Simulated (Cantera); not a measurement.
A closed system holds: 1 mol CCl4, 2 mol F2, 0.018 mol HCl, at 0.0290 bar.

Equilibrium computed with Cantera from the NASA thermochemical tables; the gas is ideal and each condensed phase is pure. Candidate condensed phases: C, C6H6, C7H8, C8H18; 118 gas species. The tables' values for CCl are old estimates; treat these amounts as uncertain. Rates play no part.

x: gas mole fraction; n: condensed amount in mol.

| T (K) | x Cl | x F | x CF | x CF2 | x C3 | x C | x C2 | n C(graphite) |
|---|---|---|---|---|---|---|---|---|
| 2950 | 0.515 | 0.398 | 0.0414 | 0.0356 | 0.00625 | 0.00108 | … | 0.229 |
| 2975 | 0.512 | 0.400 | 0.0439 | 0.0317 | 0.00822 | 0.00137 | … | 0.182 |
| 3000 | 0.508 | 0.401 | 0.0464 | 0.0282 | 0.0108 | 0.00175 | … | 0.115 |
| 3025 | 0.504 | 0.401 | 0.0489 | 0.0250 | 0.0140 | 0.00221 | … | 0.0236 |
| 3050 | 0.502 | 0.405 | 0.0492 | 0.0214 | 0.0155 | 0.00265 | … | 0 |
| 3075 | 0.499 | 0.410 | 0.0488 | 0.0182 | 0.0162 | 0.00310 | … | 0 |
| 3100 | 0.497 | 0.414 | 0.0482 | 0.0154 | 0.0169 | 0.00362 | … | 0 |
| 3125 | 0.495 | 0.418 | 0.0475 | 0.0130 | 0.0174 | 0.00420 | … | 0 |
| 3150 | 0.494 | 0.421 | 0.0467 | 0.0109 | 0.0179 | 0.00485 | … | 0 |
| 3175 | 0.492 | 0.424 | 0.0457 | 0.00923 | 0.0182 | 0.00558 | … | 0 |

**Question.** What belongs in the gaps?

**Answer.** 
- 2950, x C2: 0.000629
- 2975, x C2: 0.000831
- 3000, x C2: 0.00109
- 3025, x C2: 0.00143
- 3050, x C2: 0.00168
- 3075, x C2: 0.00189
- 3100, x C2: 0.00212
- 3125, x C2: 0.00236
- 3150, x C2: 0.00262
- 3175, x C2: 0.00289
